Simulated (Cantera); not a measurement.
Input: 1 mol PbO, 0.25 mol O₂, 22 mol N₂, held at 848 K and 1.30 bar.

Method: chemical equilibrium by Gibbs-energy minimisation in Cantera with the NASA 1993 tables (ideal gas, pure condensed phases). Candidate condensed phases: Pb, PbO, PbO₂, Pb₃O₄; 12 gas species. Rates play no part.

Base state: N₂ 0.989, O₂ 0.0112 (mole fractions); condensed: PbO(yellow).

What changes in the equilibrium state with this change: PbO replaced by HgO?


| species | before | after |
|---|---|---|
| N₂ | 0.989 | 0.926 |
| Hg | 0 | 0.0421 |
| O₂ | 0.0112 | 0.0316 |
| PbO(yellow), mol | 1.00 | 0 |
Further candidate phases: Hg, HgO.
